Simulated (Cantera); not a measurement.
What does this Cantera script print?

```python
import numpy as np
import cantera as ct

gas = ct.Solution("h2o2.yaml")
gas.TPX = 300, 170000, {'H2': 1, 'O2': 0.926, 'N2': 3.48}
flame = ct.FreeFlame(gas, width=0.028)
flame.set_refine_criteria(ratio=3, slope=0.08, curve=0.16)
flame.transport_model = "mixture-averaged"
flame.solve(loglevel=0, auto=True)
z, T = flame.grid, flame.T
thick = (T[-1] - T[0]) / np.gradient(T, z).max()
show = ['H2', 'O2', 'OH', 'HO2', 'H2O2', 'O']
print(f"laminar burning velocity  {flame.velocity[0] * 100:.3f} cm/s")
print(f"burnt temperature         {T[-1]:.1f} K")
print(f"thermal thickness         {thick * 1e3:.4f} mm")
print(f"grid points               {len(z)}")
z0 = z[flame.heat_release_rate.argmax()]
print(f"{'z/mm':>9s}{'T/K':>9s}{'u/(m/s)':>9s}" + "".join(f"{s:>11s}" for s in show))
rows = []
for k in (-3, -2, -1.5, -1, -0.5, -0.25, 0, 0.25, 0.5, 1, 2, 4, 8):
    zz = z0 + k * thick
    rows.append([k * thick, np.interp(zz, z, T), np.interp(zz, z, flame.velocity),
                 *(np.interp(zz, z, flame.X[gas.species_index(s)]) for s in show)])
    print(f"{rows[-1][0] * 1e3:9.3f}{rows[-1][1]:9.1f}{rows[-1][2]:9.3f}" + "".join(f"{x:11.3e}" for x in rows[-1][3:]))
```

It prints:

```
laminar burning velocity  42.627 cm/s
burnt temperature         1681.7 K
thermal thickness         0.2651 mm
grid points               114
     z/mm      T/K  u/(m/s)         H2         O2         OH        HO2       H2O2          O
   -0.795    300.1    0.426  1.831e-01  1.717e-01  8.818e-14  6.753e-09  1.043e-08  4.762e-11
   -0.530    301.5    0.425  1.772e-01  1.729e-01  4.267e-12  1.305e-07  2.027e-07  5.184e-10
   -0.398    306.8    0.428  1.675e-01  1.748e-01  9.582e-11  9.317e-07  1.422e-06  2.451e-09
   -0.265    340.4    0.463  1.430e-01  1.784e-01  4.985e-09  1.124e-05  1.448e-05  2.424e-08
   -0.133    584.4    0.764  9.028e-02  1.723e-01  1.209e-05  2.744e-04  1.053e-04  5.311e-06
   -0.066    898.2    1.161  5.812e-02  1.529e-01  2.842e-04  3.306e-04  8.498e-05  1.663e-04
    0.000   1211.8    1.562  2.981e-02  1.259e-01  1.265e-03  1.747e-04  2.026e-05  1.227e-03
    0.066   1413.4    1.823  1.254e-02  1.053e-01  2.916e-03  1.036e-04  5.047e-06  2.411e-03
    0.133   1522.3    1.963  5.550e-03  9.608e-02  3.859e-03  6.916e-05  2.835e-06  2.493e-03
    0.265   1613.7    2.079  1.930e-03  9.176e-02  3.657e-03  3.650e-05  1.428e-06  1.508e-03
    0.530   1660.5    2.136  5.747e-04  9.110e-02  2.304e-03  1.326e-05  6.383e-07  4.947e-04
    1.060   1675.8    2.154  1.342e-04  9.124e-02  1.175e-03  3.597e-06  2.525e-07  1.198e-04
    2.121   1680.1    2.159  3.299e-05  9.138e-02  6.161e-04  1.118e-06  1.008e-07  3.197e-05
```

Cantera simulation using the H2/O2 subset of GRI-Mech 3.0, which has no nitrogen chemistry; the numbers are that mechanism's predictions, not measurements. Burning velocities carry a grid error of a few per cent, more on coarse grids. Lean hydrogen flames are cellular in practice and burn faster than this planar one.
